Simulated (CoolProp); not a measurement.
Vapour-liquid equilibrium of propylene (1) + R22 (2) at 0.011 MPa; x and y are mole fractions of (1).

The numbers come from the multi-fluid Helmholtz-energy mixture model, Lemmon 2013 and Kamei 1995; pair parameters Bell 2016 in CoolProp.

```
x      bubble temperature, mixture model (K)  bubble temperature, Raoult's law (K)  y, mixture model  y, Raoult's law
-----  -------------------------------------  ------------------------------------  ----------------  ---------------
0.05                                   192.8                                 193.5             0.127            0.081
0.125                                  191.4                                 192.8             0.269            0.194
0.2                                    190.3                                 192.2        (withheld)            0.298
0.275                             (withheld)                                 191.5             0.457            0.393
0.35                                   188.7                                 190.9             0.525            0.480
0.425                                  188.2                                 190.3             0.583            0.560
0.5                                    187.7                                 189.7             0.635            0.633
0.575                                  187.4                                 189.2             0.685            0.701
0.65                                   187.0                                 188.6             0.733            0.764
0.725                                  186.8                                 188.1             0.782            0.822
0.8                                    186.6                                 187.6        (withheld)            0.875
0.875                                  186.4                                 187.1             0.890            0.925
0.95                                   186.3                                 186.6             0.953            0.971
```

Task: Fill in the missing entries.

Result: 
- 0.2, y, mixture model: 0.374
- 0.275, bubble temperature, mixture model (K): 189.4
- 0.8, y, mixture model: 0.833

The largest gap from Raoult's law is -2.2 K in bubble temperature, at x = 0.35. No azeotrope shows between x = 0.05 and 0.95.

The pair parameters rest on a limited set of measurements; away from them the model extrapolates.
